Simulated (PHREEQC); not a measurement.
Alkaline etch or developer: speciation

A solution holds 0.22 mol/kgw NaOH and 0.00035 mol/kgw Na2SiO3, at 25 °C. Closed to the air; pH follows from the charge balance.

Computed with PHREEQC (ion-association model, phreeqc.dat).

No solid was allowed to form.

Predict the pH.

pH 13.19.

In which forms is Si present?

H2SiO4-2 71 %, H3SiO4- 29 % of the Si.
